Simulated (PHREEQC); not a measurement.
Dissolve 0.28 mol/kgw NaHSO4 and 5.6e-05 mol/kgw KOH at 5 °C. Closed to the air; pH follows from the charge balance.

Computed with PHREEQC (ion-association model, wateq4f.dat).

Each row changes one thing in this solution. No solid was allowed to form.

```json
[
 {"case": "as made", "pH": "1.06", "ionic strength (mol/kgw)": "0.460", "Na+ (mol/kgw)": "0.257", "HSO4- (mol/kgw)": "0.167", "SO4-2 (mol/kgw)": "0.0901", "NaSO4- (mol/kgw)": "0.0229", "SI of Mirabilite (Na2SO4:10H2O)": "-1.10"},
 {"case": "diluted 100-fold with water", "pH": "2.63", "ionic strength (mol/kgw)": "0.00778", "Na+ (mol/kgw)": "0.00278", "HSO4- (mol/kgw)": "0.000290", "SO4-2 (mol/kgw)": "0.00249", "NaSO4- (mol/kgw)": "2.13e-5", "SI of Mirabilite (Na2SO4:10H2O)": "…"},
 {"case": "NaHSO4 from 0.28 to 0.308 mol/kgw", "pH": "1.03", "ionic strength (mol/kgw)": "…", "Na+ (mol/kgw)": "0.282", "HSO4- (mol/kgw)": "0.186", "SO4-2 (mol/kgw)": "…", "NaSO4- (mol/kgw)": "0.0260", "SI of Mirabilite (Na2SO4:10H2O)": "-1.01"},
 {"case": "0.003 mol/kgw CdSO4 added", "pH": "1.06", "ionic strength (mol/kgw)": "0.464", "Na+ (mol/kgw)": "0.257", "HSO4- (mol/kgw)": "0.167", "SO4-2 (mol/kgw)": "0.0901", "NaSO4- (mol/kgw)": "0.0228", "SI of Mirabilite (Na2SO4:10H2O)": "-1.10"},
 {"case": "0.0052 mol/kgw Na2S added", "pH": "1.08", "ionic strength (mol/kgw)": "0.466", "Na+ (mol/kgw)": "0.266", "HSO4- (mol/kgw)": "0.163", "SO4-2 (mol/kgw)": "…", "NaSO4- (mol/kgw)": "0.0243", "SI of Mirabilite (Na2SO4:10H2O)": "-1.06"}
]
```

### Question
Fill in the missing entries.

### Answer

- diluted 100-fold with water, SI of Mirabilite (Na2SO4:10H2O): -5.83
- NaHSO4 from 0.28 to 0.308 mol/kgw, ionic strength (mol/kgw): 0.500
- NaHSO4 from 0.28 to 0.308 mol/kgw, SO4-2 (mol/kgw): 0.0958
- 0.0052 mol/kgw Na2S added, SO4-2 (mol/kgw): 0.0930

Species that the database lacks are ignored. Constants without temperature data keep their 25 °C values here. The polysulfide entries of wateq4f.dat were taken out for this run.
